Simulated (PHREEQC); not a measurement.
Consider water at 25 °C with 0.019 mol H2SeO3, 0.1 mol HCl, 0.025 mol CaCl2 and 0.079 mol LiOH per kg of water. Closed to the air; pH follows from the charge balance.

The numbers come from PHREEQC with the ion-association model, wateq4f.dat.

The ionic strength comes out as 0.177 mol/kgw. What activity coefficients do Ca+2, Li+, Cl-, H+, HSeO3- get?

Ca+2 0.33, Li+ 0.76, Cl- 0.72, H+ 0.80, HSeO3- 0.75.

This is a speciation only: nothing precipitates in the calculation.
